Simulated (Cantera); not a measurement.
# Equilibrium for abatement and gas-phase synthesis: S + H₂ + H₂O

Charge: 1 mol S, 0.094 mol H₂, 1.2 mol H₂O, equilibrated at 1.20 bar.

Cantera equilibrium calculation (NASA polynomials, part measured and part estimated; ideal gas, pure solids and liquids). Candidate condensed phases: H₂O, H₂SO₄, S; 19 gas species. The numbers say what is thermodynamically allowed, not how fast it happens.

From 2500 K to 3400 K nothing is condensed.

```
T (K)  log p H₂O  log p H₂  log p H  log p SO  log p S₂  log p S  log p SO₂  log p OH  log p SH  log p O  log p H₂S
-----  ---------  --------  -------  --------  --------  -------  ---------  --------  --------  -------  ---------
2500       -0.40     -0.48    -1.84     -1.05     -0.80    -1.76      -0.94     -2.44     -1.40    -3.98      -1.58
2600       -0.43     -0.46    -1.65     -0.97     -0.85    -1.61      -0.94     -2.25     -1.36    -3.62      -1.66
2700       -0.46     -0.45    -1.47     -0.90     -0.91    -1.48      -0.96     -2.07     -1.33    -3.29      -1.75
2800       -0.50     -0.45    -1.31     -0.84     -0.98    -1.36      -0.98     -1.91     -1.31    -2.98      -1.84
2900       -0.54     -0.45    -1.16     -0.79     -1.05    -1.25      -1.00     -1.77     -1.30    -2.69      -1.94
3000       -0.58     -0.46    -1.03     -0.76     -1.14    -1.17      -1.03     -1.64     -1.30    -2.42      -2.04
3100       -0.63     -0.47    -0.91     -0.73     -1.23    -1.09      -1.07     -1.52     -1.32    -2.17      -2.15
3200       -0.69     -0.49    -0.80     -0.72     -1.34    -1.03      -1.11     -1.41     -1.34    -1.94      -2.27
3300       -0.75     -0.52    -0.70     -0.71     -1.45    -0.98      -1.17     -1.32     -1.38    -1.72      -2.40
3400       -0.83     -0.56    -0.61     -0.72     -1.56    -0.93      -1.24     -1.24     -1.42    -1.52      -2.54
```
log p: log10 of the partial pressure in bar; nothing condenses.
